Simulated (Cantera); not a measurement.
Source: NASA polynomial tables (part measured, part estimated), evaluated in Cantera. Values are per mole of reaction as written; species without (g) are pure solids or liquids, kept so even where they would boil at 1 bar.

### Question
Between 1275 and 1975 K, where is each reaction favourable under standard conditions?
- Mg(g) + 2 Cl(g) ⇌ MgCl₂(g)

### Answer
- Mg(g) + 2 Cl(g) ⇌ MgCl₂(g): ΔG° is -519 kJ at 1275 K and -372 kJ at 1975 K; it stays negative (K > 1). ΔH° is -788 kJ and ΔS° -210 J/K at 1975 K.
